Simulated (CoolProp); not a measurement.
Vapour-liquid equilibrium of R143a (1) + R152A (2) at 219.5 K; x and y are mole fractions of (1).

The numbers come from the multi-fluid Helmholtz-energy mixture model, Lemmon and Jacobsen 2000 and Outcalt 1996; pair parameters Bell 2016 in CoolProp.

Q: Give the bubble pressure and the first vapour's composition at x = 0.15, 0.35, 0.45. Is there an azeotrope?

A: x = 0.15: 32.64 kPa, y = 0.414; x = 0.35: 44.00 kPa, y = 0.654; x = 0.45: 49.00 kPa, y = 0.730. No azeotrope shows between x = 0.05 and 0.95.

Pair parameters are fitted to limited data, so mixtures are less certain than the pure fluids.
